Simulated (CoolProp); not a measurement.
R1234yf at several states: density (kg/m³) from the reference equation and from simpler models built on Tc = 367.8 K, pc = 3.384 MPa, ω = 0.276; each cubic takes its own stable root.

Values from CoolProp's reference Helmholtz-energy equation of state, Lemmon 2022.

| T (K) | p (MPa) | phase | reference | van der Waals | Redlich-Kwong | Soave-Redlich-Kwong |
|---|---|---|---|---|---|---|
| 264.9 | 0.0328 | gas | 1.717 | 1.709 | 1.713 | 1.714 |
| 359.7 | 2.52 | gas | ? | ? | ? | ? |
| 129.8 | 0.148 | liquid | ? | ? | ? | ? |

Question: Fill in the missing entries.

Answer: 
- 359.7, reference: 158.2
- 359.7, van der Waals: 141.4
- 359.7, Redlich-Kwong: 151.0
- 359.7, Soave-Redlich-Kwong: 153.0
- 129.8, reference: 1556
- 129.8, van der Waals: 890.1
- 129.8, Redlich-Kwong: 1327
- 129.8, Soave-Redlich-Kwong: 1340
